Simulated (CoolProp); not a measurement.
R152A at 293.15 K and 0.962 MPa is throttled through a valve to 0.0368 MPa with no heat exchange. Each further row changes one setting.

The numbers come from the reference Helmholtz-energy equation of state, Outcalt 1996 in CoolProp. It is a modified Benedict-Webb-Rubin equation, recast in Helmholtz form.

```csv
case,temperature change (K),final phase,final density (kg/m³)
as stated,-64.7,[?],[?]
outlet pressure 0.011 MPa,-84.7,"two-phase, vapour fraction 0.383",1.10
outlet pressure 0.0478 MPa,-59.8,"two-phase, vapour fraction 0.291",[?]
```

Q: Complete the blanks.

A: 
- as stated, final phase: two-phase, vapour fraction 0.311
- as stated, final density (kg/m³): 4.20
- outlet pressure 0.0478 MPa, final density (kg/m³): 5.71
